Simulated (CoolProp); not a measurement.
Vapour-liquid equilibrium of n-pentane (1) + acetone (2) at 381.8 K; x and y are mole fractions of (1).

Model: multi-fluid Helmholtz-energy mixture model, Thol 2019 and Lemmon 2006; pair parameters Bell 2016, in CoolProp.

```
x      bubble pressure, mixture model (MPa)  bubble pressure, Raoult's law (MPa)  y, mixture model  y, Raoult's law
-----  ------------------------------------  -----------------------------------  ----------------  ---------------
0.05                                    ___                               0.4751             0.157            0.075
0.125                                0.6158                               0.4942             0.304            0.181
0.2                                  0.6758                               0.5133               ___            0.279
0.275                                0.7194                               0.5324             0.462            0.370
0.35                                 0.7511                               0.5515             0.513            0.455
0.425                                0.7742                               0.5706             0.554            0.534
0.5                                  0.7908                               0.5896             0.592            0.608
0.575                                0.8020                               0.6087             0.629            0.677
0.65                                 0.8080                               0.6278               ___            0.742
0.725                                0.8082                               0.6469             0.711            0.803
0.8                                  0.8009                               0.6660               ___            0.861
0.875                                0.7833                               0.6851             0.829            0.916
0.95                                 0.7505                               0.7042             0.918            0.967
```

Problem. Some entries are withheld; supply them.

Solution. 
- 0.05, bubble pressure, mixture model (MPa): 0.5333
- 0.2, y, mixture model: 0.397
- 0.65, y, mixture model: 0.668
- 0.8, y, mixture model: 0.763

The largest gap from Raoult's law is +36.2 % in bubble pressure, at x = 0.35. y crosses x between x = 0.65 and 0.725: the model has an azeotrope there.

The pair parameters rest on a limited set of measurements; away from them the model extrapolates.
